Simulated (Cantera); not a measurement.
NO annealing gas

A perfectly stirred reactor is fed with 55.2 % NO, 44.8 % N2, at 825 Torr; it is held at 1998 K, and followed from long to short residence time.

Computed with Cantera and GRI-Mech 3.0 (53 species, 325 reactions).

```csv
τ (s),x NO,x NO2,x O,x N2,x N2O,x O2
0.41,0.342,0.000445,0.000212,0.552,5.25e-5,0.105
0.19,0.425,0.000440,0.000170,0.511,8.19e-5,0.0635
0.090,0.482,0.000387,0.000134,0.483,0.000107,0.0348
0.042,0.517,0.000321,0.000105,0.465,0.000124,0.0173
0.020,0.535,0.000269,8.68e-5,0.456,0.000132,0.00837
0.0092,0.544,0.000233,7.48e-5,0.451,0.000135,0.00378
0.0043,0.549,0.000208,6.72e-5,0.449,0.000131,0.00167
0.0020,0.551,0.000185,6.04e-5,0.448,0.000122,0.000681
0.00094,0.552,0.000156,5.17e-5,0.448,0.000104,0.000246
0.00044,0.552,0.000113,3.92e-5,0.448,7.85e-5,6.86e-5
0.00021,0.552,6.50e-5,2.50e-5,0.448,5.22e-5,1.42e-5
```
x: mole fraction; the columns are a selection and need not sum to one.
